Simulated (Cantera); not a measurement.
A diamond (100) surface in a fixed gas of H2 with x(CH4) = 0.002, x(H) = 0.0034, x(CH3) = 1.2e-05, 9.75 Torr; coverages are run to steady state.

Model: the Harris–Goodwin 1993 mechanism for the reconstructed diamond (100) surface, integrated in Cantera.

θ: site fractions in the mechanism's names (c6HH fully hydrogenated, c6H* and c6*H radical sites, c6** diradical, c6HM methylated).

```tsv
T (K)	growth (µm/h)	θ c6HH	θ c6H*	θ c6*H	θ c6**	θ c6HM
950	0.0609	0.642	0.0141	0.334	0.00662	0.00224
1025	(withheld)	(withheld)	(withheld)	(withheld)	(withheld)	(withheld)
1100	0.0426	0.514	0.0278	0.440	0.0177	0.000412
1175	0.0230	0.461	0.0355	0.478	0.0254	9.29e-5
1250	0.0191	0.416	0.0434	0.506	0.0343	1.96e-5
1325	0.0191	(withheld)	(withheld)	0.525	(withheld)	(withheld)
1400	0.0128	0.351	0.0587	0.538	0.0527	9.04e-7
```

Question: Complete the blanks.

Answer: 
- 1025, growth (µm/h): 0.0663
- 1025, θ c6HH: 0.575
- 1025, θ c6H*: 0.0205
- 1025, θ c6*H: 0.392
- 1025, θ c6**: 0.0113
- 1025, θ c6HM: 0.00124
- 1325, θ c6HH: 0.380
- 1325, θ c6H*: 0.0512
- 1325, θ c6**: 0.0436
- 1325, θ c6HM: 4.20e-6
